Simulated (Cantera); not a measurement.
A closed system holds: 1 mol Fe₂O₃, 810 mol H₂, 9.3 mol N₂, equilibrated at 0.300 Torr.

Equilibrium computed with Cantera from the NASA thermochemical tables; the gas is ideal and each condensed phase is pure. Candidate condensed phases: Fe, FeO, Fe(OH)₂, Fe(OH)₃, Fe₂O₃, Fe₃O₄, H₂O; 27 gas species. Equilibrium is a limit: real reactors are often held back by kinetics, nucleation or transport. All values below are at 1348 K.

Base state: H₂ 0.985, N₂ 0.0114, H₂O 0.00366, H 0.000115, Fe 1.02e-5 (mole fractions); condensed: Fe(γ).

Problem. What changes in the equilibrium state with this change: Fe₂O₃ replaced by V₂O₃?

Solution. 
| species | before | after |
|---|---|---|
| H₂ | 0.985 | 0.987 |
| N₂ | 0.0114 | 0.0114 |
| H₂O | 0.00366 | 0.00122 |
| Fe | 1.02e-5 | 0 |
| H | 0.000115 | 0.000115 |
| Fe(γ), mol | 1.99 | 0 |
| VO(s), mol | 0 | 2.00 |
VO: taken at fixed stoichiometry. Further candidate phases: V, VN, VO, V₂O₃, V₂O₄, V₂O₅.
